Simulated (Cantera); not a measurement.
Input (Python, Cantera) and output of one run.

```python
import numpy as np
import cantera as ct

gas_names = """
    H HI HO2 H2 H2O H2O2 I I2 O OH O2 O3
""".split()
cond_names = """
    H2O(s) H2O(L) I2(cr) I2(L)
""".split()


# ... load() reads the species with a 1 bar reference pressure and builds the phases ...
atoms = {
    'HI': {'H': 1, 'I': 1},
    'O2': {'O': 2},
    'H2': {'H': 2},
}
top_T = {}  # K; cautious upper limits of use, not melting points


# ... equilibrate(T, P, feed) seeds the gas with the atoms and calls Mixture.equilibrate('TP', solver="vcs", rtol=1e-11, max_steps=5000) ...
results = []
feed = {'HI': 1, 'O2': 0.25, 'H2': 0.58}  # mol
T = 1773  # K
P = 1000  # Pa
mix = equilibrate(T, P, feed)
results.append((T, P, feed, dict(zip(mix.species_names, mix.species_moles))))
x = sorted(zip(gas.X, gas.species_names), reverse=True)
print(f"T = {T:g} K  P = {P:g} Pa  gas = {mix.phase_moles(0):.4g} mol")
print("   x: " + "  ".join(f"{s} {v:.3e}" for v, s in x if v > 1e-06))
print("   condensed (mol): " + ("  ".join(f"{mix.phase(i).name} {mix.phase_moles(i):.4g}"
      for i in range(1, mix.n_phases) if mix.phase_moles(i) > 1e-12) or "none"))
```

Result:

```
T = 1773 K  P = 1000 Pa  gas = 2.053 mol
   x: I 4.591e-01  H2 2.680e-01  H2O 2.435e-01  HI 2.760e-02  H 1.473e-03  I2 2.036e-04  OH 8.292e-05
   condensed (mol): none
```

Cantera equilibrium calculation (NASA polynomials, part measured and part estimated; ideal gas, pure solids and liquids).
